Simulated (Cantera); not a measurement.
Input: 1 mol Zr, 7.2 mol N₂O, 500 mol H₂, 0.48 mol O₂, at 1948 K and 17000 Pa.

Method: chemical equilibrium by Gibbs-energy minimisation in Cantera with the NASA 1993 tables (ideal gas, pure condensed phases). Candidate condensed phases: H₂O, Zr, ZrN, ZrO₂; 28 gas species. Equilibrium is a limit: real reactors are often held back by kinetics, nucleation or transport.

Base state: H₂ 0.971, N₂ 0.0142, H₂O 0.0121, H 0.00270 (mole fractions); condensed: ZrO₂(tetragonal).

**Question.** What changes in the equilibrium state with this change: H₂ from 500 to 5.3 mol?

**Answer.** 
```
species                 before     after
---------------------  -------  --------
N₂                      0.0142     0.555
H₂O                     0.0121     0.407
O₂                       <1e-9    0.0318
H₂                       0.971   0.00107
NO                     1.13e-8   0.00216
O                      6.29e-9  0.000192
OH                     3.05e-6   0.00309
H                      0.00270   8.95e-5
ZrO₂(tetragonal), mol     1.00      1.00
```

**Question.** What changes in the equilibrium state with this change: pressure from 17000 Pa to 35000 Pa?

**Answer.** 
```csv
species,before,after
H₂,0.971,0.972
N₂,0.0142,0.0142
H₂O,0.0121,0.0121
H,0.00270,0.00188
"ZrO₂(tetragonal), mol",1.00,1.00
```

**Question.** What changes in the equilibrium state with this change: N₂O from 7.2 to 0.45 mol?

**Answer.** 
| species | before | after |
|---|---|---|
| H₂ | 0.971 | 0.997 |
| H | 0.00270 | 0.00274 |
| N₂ | 0.0142 | 0.000598 |
| H₂O | 0.0121 | 2.14e-5 |
| ZrO₂(tetragonal), mol | 1.00 | 0.700 |
| ZrN(s), mol | 0 | 0.300 |
Mutual solubility and eutectic melting of coexisting phases are not modelled. ZrN: taken at fixed stoichiometry. Condensed phases not in the tables: solid solutions among these carbides, nitrides and lower oxides.
